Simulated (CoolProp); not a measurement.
Saturation properties of methanol (Tc = 513.4 K, pc = 8.216 MPa, ω = 0.565).

Computed with CoolProp (reference Helmholtz-energy equation of state, de Reuck 1993).

| T (K) | p (MPa) | liquid density (kg/m³) | vapour Z | liquid viscosity (µPa s) | vapour viscosity (µPa s) | liquid conductivity (mW/(m K)) |
|---|---|---|---|---|---|---|
| 308.8 | 0.02891 | 776.2 | 0.9696 | 468 | 9.95 | 198 |
| 315.4 | 0.03941 | 770.0 | 0.9653 | 429 | 10.2 | 197 |
| 322.1 | 0.05319 | 763.5 | 0.9605 | 393 | 10.4 | 196 |
| 328.7 | 0.07053 | 757.2 | 0.9553 | 363 | 10.6 | 194 |
| 335.4 | 0.09274 | 750.6 | 0.9494 | 335 | 10.8 | 193 |
| 342.1 | 0.1205 | 743.9 | 0.9430 | 310 | 10.9 | 192 |
| 348.7 | 0.1542 | 737.2 | 0.9361 | 288 | 11.1 | 190 |
| 355.4 | 0.1961 | 730.2 | 0.9283 | 268 | 11.3 | 189 |
| 362 | 0.2460 | 723.2 | 0.9199 | 250 | 11.5 | 188 |
| 368.7 | 0.3069 | 715.9 | 0.9105 | 233 | 11.7 | 187 |
| 375.3 | 0.3783 | 708.5 | 0.9004 | 218 | 11.9 | 185 |
| 382 | 0.4640 | 700.8 | 0.8892 | 204 | 12.1 | 184 |
| 388.6 | 0.5631 | 692.9 | 0.8771 | 191 | 12.2 | 183 |

It boils at 337.6 K under 1 atm.

Viscosity comes from a separate model (Xiang 2006). Thermal conductivity comes from a separate model (Sykioti 2013).
